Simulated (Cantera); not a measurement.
A closed system holds: 1 mol Si, 1.4 mol Cl2, 2 mol H2, at 1050 K and 101000 Pa.

Cantera equilibrium calculation (NASA polynomials, part measured and part estimated; ideal gas, pure solids and liquids). Candidate condensed phases: Si; 19 gas species. The tables' values for SiCl3 are old estimates; treat these amounts as uncertain. Equilibrium is a limit: real reactors are often held back by kinetics, nucleation or transport.

Base state: H2 0.700, SiCl4 0.195, SiHCl3 0.0794, HCl 0.0178, SiH2Cl2 0.00369, SiCl3 0.00302, SiCl2 0.000850, SiH3Cl 4.46e-5 (mole fractions); condensed: Si(s).

### Question
What changes in the equilibrium state with this change: H2 from 2 to 19 mol?

### Answer
```csv
species,before,after
H2,0.700,0.951
SiCl4,0.195,0.0192
SiHCl3,0.0794,0.0162
HCl,0.0178,0.0116
SiCl3,0.00302,0.000531
SiCl2,0.000850,0.000267
SiH2Cl2,0.00369,0.00157
"Si(s), mol",0.251,0.256
```
